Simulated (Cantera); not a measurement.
## Equilibrium for silicon epitaxy and polysilicon growth: Si3H8 + HCl + N2

Charge: 1 mol Si3H8, 0.031 mol HCl, 17 mol N2, at 1550 K and 8100 Pa.

These are equilibrium values from Cantera (NASA tables, ideal gas, pure condensed phases), not measurements of a reactor. Candidate condensed phases: NH4Cl, Si, Si3N4; 28 gas species. The feed counts by its element totals alone. Rates play no part.

```json
{
  "x(N2)": "0.788",
  "x(H2)": "0.210",
  "x(HCl)": "0.00163",
  "x(H)": "5.07e-5",
  "n(Si3N4(s))": "1.000 mol",
  "gas_amount": "19.03 mol",
  "log10 activity of Si(s) (absent)": "-1.81"
}
```
